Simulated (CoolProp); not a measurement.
A simple Rankine cycle with water: condensing at 305.15 K, boiler at 0.773 MPa, turbine inlet 444.1 K, turbine efficiency 0.6, pump efficiency 0.8, no recuperator. Each further row changes one setting.

Values from CoolProp's reference Helmholtz-energy equation of state, Wagner 2002.

```
case                             thermal efficiency (%)  net work (kJ/kg)  heat in (kJ/kg)  turbine exit temperature (K)  volume ratio over the turbine
-------------------------------  ----------------------  ----------------  ---------------  ----------------------------  -----------------------------
as stated                                          16.8        (withheld)             2640                         305.1                            107
turbine inlet 464.1 K                              16.8               452       (withheld)                         305.1                     (withheld)
condensing temperature 297.15 K                    17.7               473       (withheld)                         297.1                     (withheld)
boiler pressure 0.541 MPa                          15.7               418             2650                         305.1                           74.8
turbine efficiency 0.5                             14.0               369             2640                         305.1                     (withheld)
```

Task: Complete the blanks.

Result: 
- as stated, net work (kJ/kg): 443
- turbine inlet 464.1 K, heat in (kJ/kg): 2690
- turbine inlet 464.1 K, volume ratio over the turbine: 103
- condensing temperature 297.15 K, heat in (kJ/kg): 2670
- condensing temperature 297.15 K, volume ratio over the turbine: 165
- turbine efficiency 0.5, volume ratio over the turbine: 111

The expansion ends wet for: as stated; turbine inlet 464.1 K; condensing temperature 297.15 K; boiler pressure 0.541 MPa; turbine efficiency 0.5.
